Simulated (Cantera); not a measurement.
What does this Cantera script print?

```python
import numpy as np
import cantera as ct

gas = ct.Solution("h2o2.yaml")
gas.TPX = 1200, 150, {'H2': 0.0073, 'O2': 1}
reactor = ct.IdealGasConstPressureReactor(gas, energy="off", clone=False)
net = ct.ReactorNet([reactor])
net.rtol, net.atol = 1e-08, 1e-18
show = ['H2', 'O2', 'H2O2', 'HO2', 'H', 'OH', 'H2O']
times = np.geomspace(1e-05, 10, 15)

steps = ct.SolutionArray(gas, extra=["t"])
rows = []
print(f"{'t/s':>10s}{'T/K':>9s}{'P/Pa':>11s}" + "".join(f"{s:>11s}" for s in show))
for t in times:
    while net.time < t:
        t_next = net.step()
        steps.append(gas.state, t=t_next)
    rows.append([np.interp(t, steps.t, y) for y in (steps.T, steps.P, *steps(*show).X.T)])
    print(f"{t:10.3e}{rows[-1][0]:9.1f}{rows[-1][1]:11.4g}" + "".join(f"{x:11.3e}" for x in rows[-1][2:]))
rate = np.gradient(steps.T, steps.t)
print("integrator steps:", len(steps.t))
if steps.T.max() > steps.T[0] + 200:
    print(f"time of steepest temperature rise: {steps.t[rate.argmax()]:.4e} s")
gas.TPX = 1200, 150, {'H2': 0.0073, 'O2': 1}
gas.equilibrate("TP")
print(f"equilibrium (TP): T = {gas.T:.1f} K  " + "  ".join(f"{s} {gas[s].X[0]:.3e}" for s in show))
```

Output:

```
       t/s      T/K       P/Pa         H2         O2       H2O2        HO2          H         OH        H2O
 1.000e-05   1200.0        150  7.247e-03  9.928e-01  2.465e-18  7.435e-12  7.335e-12  9.914e-14  8.508e-17
 2.683e-05   1200.0        150  7.247e-03  9.928e-01  1.782e-17  1.994e-11  1.924e-11  7.054e-13  1.612e-15
 7.197e-05   1200.0        150  7.247e-03  9.928e-01  1.275e-16  5.351e-11  4.868e-11  4.840e-12  2.960e-14
 1.931e-04   1200.0        150  7.247e-03  9.928e-01  9.162e-16  1.435e-10  1.126e-10  3.123e-11  5.249e-13
 5.179e-04   1200.0        150  7.247e-03  9.928e-01  6.586e-15  3.851e-10  2.155e-10  1.739e-10  8.307e-12
 1.389e-03   1200.0        150  7.247e-03  9.928e-01  4.722e-14  1.033e-09  3.306e-10  7.586e-10  1.065e-10
 3.728e-03   1200.0        150  7.247e-03  9.928e-01  3.380e-13  2.772e-09  5.733e-10  2.834e-09  1.121e-09
 1.000e-02   1200.0        150  7.247e-03  9.928e-01  2.393e-12  7.435e-09  1.860e-09  1.372e-08  1.271e-08
 2.683e-02   1200.0        150  7.247e-03  9.928e-01  1.654e-11  2.001e-08  2.983e-08  2.482e-07  3.635e-07
 7.197e-02   1200.0        150  6.591e-03  9.921e-01  5.106e-10  9.401e-08  4.060e-05  2.951e-04  4.883e-04
 1.931e-01   1200.0        150  2.554e-05  9.858e-01  1.636e-09  7.869e-08  2.511e-04  6.008e-04  6.796e-03
 5.179e-01   1200.0        150  2.251e-05  9.859e-01  1.561e-09  7.671e-08  2.398e-04  5.829e-04  6.814e-03
 1.389e+00   1200.0        150  2.154e-05  9.863e-01  1.555e-09  7.515e-08  2.240e-04  5.703e-04  6.830e-03
 3.728e+00   1200.0        150  1.922e-05  9.870e-01  1.540e-09  7.120e-08  1.878e-04  5.388e-04  6.869e-03
 1.000e+01   1200.0        150  1.451e-05  9.884e-01  1.492e-09  6.216e-08  1.219e-04  4.686e-04  6.947e-03
integrator steps: 693
equilibrium (TP): T = 1200.0 K  H2 2.410e-09  O2 9.927e-01  H2O2 6.722e-12  HO2 2.281e-09  H 2.518e-10  OH 6.067e-06  H2O 7.270e-03
```

Computed with Cantera and the H2/O2 subset of GRI-Mech 3.0, which has no nitrogen chemistry. Radical loss at walls, strong at low pressure, is not modelled.
